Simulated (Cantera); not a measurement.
Fluorocarbon and chlorocarbon gases: CCl₄ + F₂

A closed system holds: 1 mol CCl₄, 1.8 mol F₂, held at 55.0 mbar.

These are equilibrium values from Cantera (NASA tables, ideal gas, pure condensed phases), not measurements of a reactor. Candidate condensed phases: C; 27 gas species. Gases not in the tables: C₂F₆ and larger saturated fluorocarbons. The numbers say what is thermodynamically allowed, not how fast it happens.

```
T (K)  log p Cl  log p Cl₂  log p CF₄  log p CClF₃  log p CF₂  log p F  log p CF₃  n C(graphite)
-----  --------  ---------  ---------  -----------  ---------  -------  ---------  -------------
1650      -1.68      -1.70      -1.88        -3.12      -4.42    -5.17      -5.19         0.0855
1675      -1.64      -1.74      -1.89        -3.15      -4.30    -5.02      -5.09         0.0857
1700      -1.61      -1.78      -1.90        -3.18      -4.18    -4.88      -5.00         0.0858
1725      -1.57      -1.82      -1.91        -3.21      -4.06    -4.74      -4.91         0.0858
1750      -1.54      -1.87      -1.92        -3.25      -3.94    -4.61      -4.82         0.0855
1775      -1.52      -1.93      -1.93        -3.28      -3.83    -4.48      -4.73         0.0850
1800      -1.49      -1.98      -1.94        -3.32      -3.72    -4.35      -4.64         0.0842
1825      -1.47      -2.04      -1.95        -3.36      -3.62    -4.23      -4.56         0.0829
1850      -1.45      -2.10      -1.96        -3.40      -3.52    -4.11      -4.48         0.0812
1875      -1.44      -2.17      -1.97        -3.44      -3.42    -3.99      -4.40         0.0789
1900      -1.43      -2.24      -1.98        -3.49      -3.32    -3.88      -4.33         0.0759
1925      -1.41      -2.31      -1.98        -3.53      -3.23    -3.77      -4.25         0.0721
```
log p: log10 of the partial pressure in bar; n: condensed amount in mol.

From 1650 K to 1925 K the condensed part is C(graphite). The main C-bearing gas is CF₄ throughout.
